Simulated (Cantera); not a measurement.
Mixture: CH₄ : CO : O₂ : N₂ = 1 : 1.1 : 1.34 : 5.05 (molar parts), equivalence ratio 1.9, at 3.30 bar, adiabatic and at constant pressure. Ignition delay is the time to a rise of 400 K.

Detailed kinetics in Cantera: GRI-Mech 3.0 (53 species, 325 reactions).

Problem. Predict: delay at 1023 K; delay at 1223 K; delay at 1423 K; delay at 1623 K; delay at 1823 K; apparent activation energy between 1723 and 1923 K.

Solution. 
* **delay at 1023 K**: 0.935 s
* **delay at 1223 K**: 30.4 ms
* **delay at 1423 K**: 1.97 ms
* **delay at 1623 K**: 0.215 ms
* **delay at 1823 K**: 41.4 µs
* **apparent activation energy between 1723 and 1923 K**: 190 kJ/mol
